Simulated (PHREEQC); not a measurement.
## Acid mine or pickling water (model solution)

Synthetic water in mg/L, 20 °C, pH 3.11, pe 9.1: Na 738; K 8.12; Ca 117; Mg 59.8; Cl 414; S(6) as SO4 1600; Zn 55.8; Li 0.146; Cu(2) 0.41.

Valence states are taken as typed.

Equilibrium calculation in PHREEQC: ion-association model, wateq4f.dat.

Each row changes one thing in this solution. No solid was allowed to form.

| case | ionic strength (mol/kgw) | SO4-2 (mol/kgw) | Mg+2 (mol/kgw) | CaSO4 (mol/kgw) | MgSO4 (mol/kgw) | HSO4- (mol/kgw) | SI of Gypsum (CaSO4:2H2O) | SI of Halite (NaCl) |
|---|---|---|---|---|---|---|---|---|
| as made | 0.0571 | 0.0131 | 0.00158 | 0.000980 | 0.000885 | 0.000487 | -0.70 | -5.19 |
| temperature from 20 to 90 °C at the same typed pH | … | 0.0105 | … | 0.00108 | 0.00156 | 0.00225 | -0.68 | -5.34 |
| Mg from 59.8 to 29.9 mg/L | … | … | 0.000781 | 0.00100 | 0.000453 | … | -0.69 | -5.19 |

Question: Some entries are withheld; supply them.

Answer: 
- temperature from 20 to 90 °C at the same typed pH, ionic strength (mol/kgw): 0.0511
- temperature from 20 to 90 °C at the same typed pH, Mg+2 (mol/kgw): 0.000905
- Mg from 59.8 to 29.9 mg/L, ionic strength (mol/kgw): 0.0561
- Mg from 59.8 to 29.9 mg/L, SO4-2 (mol/kgw): 0.0134
- Mg from 59.8 to 29.9 mg/L, HSO4- (mol/kgw): 0.000502

Constants without temperature data keep their 25 °C values here.
